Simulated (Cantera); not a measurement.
Source: NASA polynomial tables (part measured, part estimated), evaluated in Cantera. Values are per mole of reaction as written; species without (g) are pure solids or liquids, kept so even where they would boil at 1 bar.

4 Cu(OH)2 → 4 H2(g) + 3 O2(g) + 2 Cu2O

```tsv
T (K)	ΔH° (kJ)	ΔS° (J/K)	ΔG° (kJ)	log10 K
648	___	___	___	___
848	___	___	___	___
1048	___	___	___	___
1248	___	___	___	___
1448	1372.4	775.7	249.2	-8.99
```

Problem. Fill in the missing entries.

Solution. 
- 648, ΔH° (kJ): 1438.5
- 648, ΔS° (J/K): 842.8
- 648, ΔG° (kJ): 892.4
- 648, log10 K: -71.93
- 848, ΔH° (kJ): 1421.8
- 848, ΔS° (J/K): 820.4
- 848, ΔG° (kJ): 726.1
- 848, log10 K: -44.72
- 1048, ΔH° (kJ): 1403.7
- 1048, ΔS° (J/K): 801.2
- 1048, ΔG° (kJ): 564.0
- 1048, log10 K: -28.11
- 1248, ΔH° (kJ): 1386.6
- 1248, ΔS° (J/K): 786.3
- 1248, ΔG° (kJ): 405.3
- 1248, log10 K: -16.96
